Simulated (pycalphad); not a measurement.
An equivalent pycalphad script:

```python
from pycalphad import Database, equilibrium, calculate, variables as v
import numpy as np
db = Database('COST507.tdb')
comps = ['SN', 'SI', 'VA']
phases = ['BCT_A5', 'DIAMOND_A4', 'LIQUID']
eq = equilibrium(db, comps, phases, {v.X('SI'): 0.22, v.T: np.arange(1400, 499, -20), v.P: 101325, v.N: 1}, output=['HM', 'SM'])
```

Source of the numbers: pycalphad with the COST 507 light-alloy database (1999); pressure 1 atm. The database dates from 1999; later assessments differ in places, in temperatures and in the compounds included. Amounts are mole fractions of atoms.

Results at three of the temperatures:

```
T = 1380.00 K, P = 101325 Pa, N = 1 mol of atoms
G = -99176 J/mol, H = 39668 J/mol, S = 100.61 J/(mol K)  (SER reference)
chemical potentials (J/mol): Sn -113019, Si -50096
phase             fraction      x(Sn)      x(Si)
LIQUID              0.8340     0.9352     0.0648
DIAMOND_A4          0.1660   3.32e-07     1.0000
```

```
T = 1160.00 K, P = 101325 Pa, N = 1 mol of atoms
G = -77901 J/mol, H = 30233 J/mol, S = 93.22 J/(mol K)  (SER reference)
chemical potentials (J/mol): Sn -89077, Si -38277
phase             fraction      x(Sn)      x(Si)
LIQUID              0.7908     0.9864     0.0136
DIAMOND_A4          0.2092   4.04e-07     1.0000
```

```
T = 820.00 K, P = 101325 Pa, N = 1 mol of atoms
G = -47939 J/mol, H = 19923 J/mol, S = 82.76 J/(mol K)  (SER reference)
chemical potentials (J/mol): Sn -55167, Si -22313
phase             fraction      x(Sn)      x(Si)
LIQUID              0.7803     0.9996   0.000442
DIAMOND_A4          0.2197   4.28e-07     1.0000
```

Changes of the phase set, refined by bisection:

```
T (°C)           phases above             phases below
------  ---------------------  -----------------------
231.9   diamond (Si) + liquid  bct (Sn) + diamond (Si)
```

DIAMOND_A4 is diamond (Si).
